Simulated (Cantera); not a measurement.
Charge: 1 mol V₂O₃, a varied amount of H₂, 3.2 mol N₂, equilibrated at 1600 °C and 980 Pa.

Cantera equilibrium calculation (NASA polynomials, part measured and part estimated; ideal gas, pure solids and liquids). Candidate condensed phases: H₂O, V, VN, VO, V₂O₃, V₂O₄, V₂O₅; 28 gas species. Mutual solubility and eutectic melting of coexisting phases are not modelled. VO: taken at fixed stoichiometry. Condensed phases not in the tables: the oxides between V₂O₃ and V₂O₅ other than VO₂. The numbers say what is thermodynamically allowed, not how fast it happens.

x: gas mole fraction; n: condensed amount in mol.

```tsv
n(H₂) (mol)	x H₂	x N₂	x H₂O	x H	x VO₂	x VO	x OH	n VO(s)	n V₂O₃(s)
3.4	0.502	0.484	0.00962	0.00462	0.000165	2.41e-5	6.87e-6	0.128	0.935
5.2	0.603	0.380	0.0116	0.00506	0.000165	2.41e-5	7.53e-6	0.196	0.901
7.9	0.694	0.287	0.0133	0.00543	0.000165	2.41e-5	8.08e-6	0.298	0.850
12	0.769	0.210	0.0147	0.00572	0.000165	2.41e-5	8.51e-6	0.452	0.772
18	0.828	0.150	0.0159	0.00593	0.000165	2.41e-5	8.82e-6	0.678	0.659
28	0.875	[?]	0.0168	0.00610	0.000165	2.41e-5	9.07e-6	[?]	[?]
42	0.906	0.0706	0.0174	0.00620	0.000165	2.41e-5	9.23e-6	1.58	0.205
64	0.931	0.0475	0.0147	0.00629	0.000136	2.41e-5	7.70e-6	1.99	0
98	0.952	0.0315	0.00976	0.00636	8.84e-5	2.41e-5	5.06e-6	1.99	0
150	0.966	[?]	[?]	0.00641	[?]	2.41e-5	[?]	1.99	0
230	0.976	0.0137	0.00424	0.00644	3.75e-5	2.41e-5	2.17e-6	1.99	0
340	0.981	0.00929	0.00288	0.00646	2.53e-5	2.41e-5	1.47e-6	1.98	0
```

**Question.** What belongs in the gaps?

**Answer.** 
- 28, x N₂: 0.102
- 28, n VO(s): 1.05
- 28, n V₂O₃(s): 0.470
- 150, x N₂: 0.0208
- 150, x H₂O: 0.00645
- 150, x VO₂: 5.75e-5
- 150, x OH: 3.32e-6
